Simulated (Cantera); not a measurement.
A closed system holds: 1 mol SiH2Cl2, 0.73 mol N2, 87 mol H2, at 1550 K and 0.190 bar.

These are equilibrium values from Cantera (NASA tables, ideal gas, pure condensed phases), not measurements of a reactor. Candidate condensed phases: NH4Cl, Si, Si3N4; 28 gas species. The tables' values for SiCl3 are old estimates; treat these amounts as uncertain. Equilibrium is a limit: real reactors are often held back by kinetics, nucleation or transport.

Base state: H2 0.977, HCl 0.0206, N2 0.00133, SiCl2 0.000895, H 7.14e-5, SiCl3 1.48e-5 (mole fractions); condensed: Si3N4(s).

Problem. What changes in the equilibrium state with this change: pressure from 0.190 bar to 9.50e-5 bar?

Solution. 
| species | before | after |
|---|---|---|
| H2 | 0.977 | 0.967 |
| HCl | 0.0206 | 0.0195 |
| N2 | 0.00133 | 0.00812 |
| H | 7.14e-5 | 0.00318 |
| SiCl2 | 0.000895 | 0.00131 |
| Si | 1.08e-7 | 0.000350 |
| SiCl | 4.75e-7 | 3.27e-5 |
| Cl | 1.20e-6 | 5.12e-5 |
| SiCl3 | 1.48e-5 | 4.64e-7 |
| Si3N4(s), mol | 0.306 | 0 |
| Si(s), mol | 0 | 0.846 |
The tables' values for SiCl are old estimates; treat these amounts as uncertain.
